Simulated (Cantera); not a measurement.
# Ignition delay

Mixture: 3.70 % CH₄, 4.80 % H₂, 15.1 % O₂, 73.9 % N₂, 2.51 % H₂O, equivalence ratio 0.65, at 17.0 bar, adiabatic and at constant volume. Ignition delay is the time to a rise of 400 K.

Computed with Cantera and GRI-Mech 3.0 (53 species, 325 reactions). The pressure lies above the range GRI-Mech 3.0 was tuned for (to about 10 atm).

| T0 (K) | delay (ms) |
|---|---|
| 1100 | 1.68 |
| 1200 | 0.285 |
| 1300 | 0.0677 |
| 1400 | 0.0245 |
| 1500 | 0.0117 |
| 1600 | 0.00645 |

The apparent activation energy between 1400 and 1600 K comes out as 120 kJ/mol.
